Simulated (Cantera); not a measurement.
Input (Python, Cantera) and output of one run.

```python
import numpy as np
import cantera as ct

gas_names = """
    N NO NO2 NO3 N2 N2O O O2 O3 Si SiN SiO SiO2 Si2 Si2N Si3
""".split()
cond_names = """
    Si(cr) Si(L) SiO2(Lqz) SiO2(hqz) SiO2(L) Si2N2O(s) Si3N4(a)
""".split()


# ... load() reads the species with a 1 bar reference pressure and builds the phases ...
atoms = {
    'Si': {'Si': 1},
    'N2O': {'N': 2, 'O': 1},
    'N2': {'N': 2},
}
top_T = {'Si2N2O(s)': 2100, 'Si3N4(a)': 2400}  # K; cautious upper limits of use, not melting points


# ... equilibrate(T, P, feed) seeds the gas with the atoms and calls Mixture.equilibrate('TP', solver="vcs", rtol=1e-11, max_steps=5000) ...
results = []
feed = {'Si': 1, 'N2O': 1.2, 'N2': 25}  # mol
P = 100000  # Pa
for T in [1198, 1298, 1398, 1498, 1598, 1698, 1798]:
    mix = equilibrate(T, P, feed)
    results.append((T, P, feed, dict(zip(mix.species_names, mix.species_moles))))

top = {s: max(r[3][s] / sum(r[3][g] for g in gas_names) for r in results) for s in gas_names}
cols = sorted((s for s in top if top[s] > 0.0001), key=lambda s: -top[s])[:6]
seen = [c for c in cond_names if any(r[3].get(c, 0) > 1e-12 for r in results)]
print("log10 of partial pressures in bar; condensed amounts in mol")
print(f"{'T/K':>10s}" + "".join(f"{s[:9]:>10s}" for s in cols + seen))
for T, P, feed, n in results:
    ng = sum(n[g] for g in gas_names)
    print(f"{T:10.4g}" + "".join(f"{np.log10(max(n[s] / ng * P / 1e5, 1e-99)):10.3f}" for s in cols)
          + "".join(f"{n.get(c, 0):10.4g}" for c in seen))
```

It prints:

```
log10 of partial pressures in bar; condensed amounts in mol
       T/K        N2       SiO SiO2(hqz)   SiO2(L) Si2N2O(s)
      1198    -0.000   -10.080    0.4667         0    0.2667
      1298    -0.000    -8.380    0.4667         0    0.2667
      1398    -0.000    -6.929    0.4667         0    0.2667
      1498    -0.000    -5.676    0.4666         0    0.2666
      1598    -0.000    -4.584    0.4664         0    0.2664
      1698    -0.000    -3.624         0    0.4646    0.2646
      1798    -0.001    -2.779         0    0.4523    0.2523
```

Method: chemical equilibrium by Gibbs-energy minimisation in Cantera with the NASA 1993 tables (ideal gas, pure condensed phases). Mutual solubility and eutectic melting of coexisting phases are not modelled. The tables hold silica as quartz up to 1696 K and as liquid above; real silica turns to tridymite and cristobalite and melts near 1996 K.
